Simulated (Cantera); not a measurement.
A closed system holds: 1 mol Si, a varied amount of Cl₂, 11 mol H₂, at 1150 °C and 3380 Torr.

Equilibrium computed with Cantera from the NASA thermochemical tables; the gas is ideal and each condensed phase is pure. Candidate condensed phases: Si; 19 gas species. The numbers say what is thermodynamically allowed, not how fast it happens.

### Question
What share of the Si ends up in condensed phases as a function of n(Cl₂) (mol), at 0.5, 0.7, 0.89, 1.1, 1.3, 1.5, 1.7, 1.9, 2.1, 2.3?

### Answer
| n(Cl₂) (mol) | Si condensed (%) | as |
|---|---|---|
| 0.5 | 80.6 | Si(s) |
| 0.7 | 69.9 | Si(s) |
| 0.89 | 59.4 | Si(s) |
| 1.1 | 47.7 | Si(s) |
| 1.3 | 36.5 | Si(s) |
| 1.5 | 25.2 | Si(s) |
| 1.7 | 13.9 | Si(s) |
| 1.9 | 2.5 | Si(s) |
| 2.1 | 0.0 | - |
| 2.3 | 0.0 | - |
